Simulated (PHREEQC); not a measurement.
**Reverse-osmosis reject: an equilibrium model**

Model water analysis in mg/L, 35 °C, pH 6.48, pe 2.3:

```json
[
 {"constituent": "Na", "mg/L": "21.6"},
 {"constituent": "K", "mg/L": "75.1"},
 {"constituent": "Ca", "mg/L": "431"},
 {"constituent": "Mg", "mg/L": "16.2"},
 {"constituent": "Cl", "mg/L": "495"},
 {"constituent": "S(6) as SO4", "mg/L": "398"},
 {"constituent": "Alkalinity as HCO3", "mg/L": "214"},
 {"constituent": "N(-3) as NH4", "mg/L": "0.223"},
 {"constituent": "Li", "mg/L": "0.0363"}
]
```

Valence states are taken as typed.

All values are PHREEQC results (ion-association model, phreeqc.dat), not measurements.

| Property | Result |
|---|---|
| ionic strength | 0.0354 mol/kgw |
| specific conductance | 3090 µS/cm |
| charge-balance error | -0.1 % |

```
species  molality  activity   log γ
-------  --------  --------  ------
Cl-        0.0140    0.0117  -0.079
Ca+2      0.00930   0.00474  -0.292
HCO3-     0.00327   0.00276  -0.073
SO4-2     0.00276   0.00138  -0.300
K+        0.00190   0.00158  -0.080
CO2       0.00185   0.00187   0.004
CaSO4     0.00125   0.00126   0.004
Na+      0.000933  0.000785  -0.075
```

This is a speciation only: nothing precipitates in the calculation.
